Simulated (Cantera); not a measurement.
A Cantera script and its output.

```python
import numpy as np
import cantera as ct

gas = ct.Solution("gri30.yaml")
gas.TPX = 1075, 101325, {'CH3OH': 1, 'O2': 1.83, 'N2': 6.88}
reactor = ct.IdealGasReactor(gas, energy="on", clone=False)
net = ct.ReactorNet([reactor])
net.rtol, net.atol = 1e-08, 1e-16
show = ['CH3OH', 'O2', 'HO2', 'C2H', 'C2H2', 'CH2', 'HCO']
times = np.geomspace(3e-06, 0.5, 13)

steps = ct.SolutionArray(gas, extra=["t"])
rows = []
print(f"{'t/s':>10s}{'T/K':>9s}{'P/Pa':>11s}" + "".join(f"{s:>11s}" for s in show))
for t in times:
    while net.time < t:
        t_next = net.step()
        steps.append(gas.state, t=t_next)
    rows.append([np.interp(t, steps.t, y) for y in (steps.T, steps.P, *steps(*show).X.T)])
    print(f"{t:10.3e}{rows[-1][0]:9.1f}{rows[-1][1]:11.4g}" + "".join(f"{x:11.3e}" for x in rows[-1][2:]))
rate = np.gradient(steps.T, steps.t)
print("integrator steps:", len(steps.t))
if steps.T.max() > steps.T[0] + 200:
    print(f"time of steepest temperature rise: {steps.t[rate.argmax()]:.4e} s")
gas.TPX = 1075, 101325, {'CH3OH': 1, 'O2': 1.83, 'N2': 6.88}
gas.equilibrate("UV")
print(f"equilibrium (UV): T = {gas.T:.1f} K  " + "  ".join(f"{s} {gas[s].X[0]:.3e}" for s in show))
```

Output:

```
       t/s      T/K       P/Pa      CH3OH         O2        HO2        C2H       C2H2        CH2        HCO
 3.000e-06   1075.0  1.013e+05  1.030e-01  1.885e-01  2.410e-10  6.666e-35  3.578e-22  1.237e-12  2.012e-17
 8.171e-06   1075.0  1.013e+05  1.030e-01  1.885e-01  7.749e-10  1.881e-34  9.983e-22  1.237e-12  6.671e-17
 2.226e-05   1075.0  1.013e+05  1.030e-01  1.885e-01  2.304e-09  5.204e-34  2.743e-21  1.237e-12  1.997e-16
 6.062e-05   1075.0  1.013e+05  1.030e-01  1.885e-01  6.860e-09  1.434e-33  7.494e-21  1.237e-12  5.935e-16
 1.651e-04   1075.0  1.013e+05  1.030e-01  1.885e-01  2.065e-08  3.944e-33  2.044e-20  1.237e-12  1.779e-15
 4.497e-04   1075.0  1.013e+05  1.030e-01  1.885e-01  6.006e-08  1.080e-32  5.580e-20  1.237e-12  5.191e-15
 1.225e-03   1075.0  1.013e+05  1.030e-01  1.885e-01  1.678e-07  2.976e-32  1.528e-19  1.237e-12  1.479e-14
 3.336e-03   1075.0  1.013e+05  1.030e-01  1.885e-01  4.584e-07  8.708e-32  4.224e-19  1.237e-12  4.320e-14
 9.086e-03   1075.0  1.013e+05  1.030e-01  1.885e-01  1.216e-06  3.899e-31  1.196e-18  1.237e-12  1.466e-13
 2.475e-02   1075.0  1.013e+05  1.030e-01  1.885e-01  3.207e-06  4.824e-30  3.604e-18  1.238e-12  9.163e-13
 6.740e-02   1075.5  1.014e+05  1.028e-01  1.883e-01  1.616e-05  4.830e-28  1.514e-17  1.258e-12  4.857e-11
 1.836e-01   2693.3  2.734e+05  1.213e-16  3.544e-02  1.016e-05  1.274e-20  3.198e-19  3.030e-15  2.013e-08
 5.000e-01   2693.3  2.734e+05  1.213e-16  3.544e-02  1.016e-05  1.274e-20  3.198e-19  3.030e-15  2.013e-08
integrator steps: 2295
time of steepest temperature rise: 9.7998e-02 s
equilibrium (UV): T = 2693.3 K  CH3OH 1.259e-16  O2 3.544e-02  HO2 1.016e-05  C2H 1.375e-20  C2H2 3.473e-19  CH2 3.535e-15  HCO 2.013e-08
```

Detailed kinetics in Cantera: GRI-Mech 3.0 (53 species, 325 reactions). GRI-Mech 3.0 was tuned for natural gas; its chemistry of methanol as a main component is partial and can be far from experiment.
